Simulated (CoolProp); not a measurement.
Saturation properties of CH2F2 (R32).

Computed with CoolProp (reference Helmholtz-energy equation of state, Tillner-Roth 1997).

```csv
T (K),p (kPa),enthalpy of vaporisation (kJ/kg),vapour Z,surface tension (mN/m),liquid conductivity (mW/(m K))
267.2,___,324.4,0.8614,12.0,159
270.4,743.8,319.5,___,11.5,157
273.6,824.9,314.6,___,10.9,154
276.8,912.5,309.5,0.8312,10.3,152
280,1007,304.2,0.8203,9.79,149
283.3,1112,298.7,___,9.23,146
286.5,1221,293.1,0.7967,8.69,144
289.7,1339,___,___,8.16,___
292.9,1464,281.3,0.7714,7.64,138
296.1,1599,275.0,0.7579,7.12,136
```

Question: Complete the blanks.

Answer: 
- 267.2, p (kPa): 669.0
- 270.4, vapour Z: 0.8517
- 273.6, vapour Z: 0.8417
- 283.3, vapour Z: 0.8085
- 289.7, enthalpy of vaporisation (kJ/kg): 287.3
- 289.7, vapour Z: 0.7843
- 289.7, liquid conductivity (mW/(m K)): 141

It boils at 221.5 K under 1 atm.

Thermal conductivity comes from a separate model (Huber 2003), an estimate that may be off by 10 % or more. Surface tension comes from a separate correlation (Mulero 2012).
